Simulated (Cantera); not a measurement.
An isothermal, constant-pressure homogeneous reactor starts with H₂ : O₂ : N₂ = 1.3 : 1 : 0.84 (molar parts), equivalence ratio 0.65, at 1398 K and 750 Torr.

Cantera simulation using GRI-Mech 3.0 (53 species, 325 reactions); the numbers are that mechanism's predictions, not measurements. The temperature is held fixed by assumption; the heat of reaction is taken as removed at once.

One state of this run: x H₂ = 0.0479; x O₂ = 0.151; x N₂O = 5.59e-8; x H₂O₂ = 2.19e-5; x O = 0.0263; x H₂O = 0.383; x H = 0.0675. x: mole fraction; the columns are a selection and need not sum to one.

**Question.** Which value of t (s) does it belong to?
A. 0.278
B. 0.0144
C. 1.44e-5
D. 3.86e-5

**Answer.** C, 1.44e-5
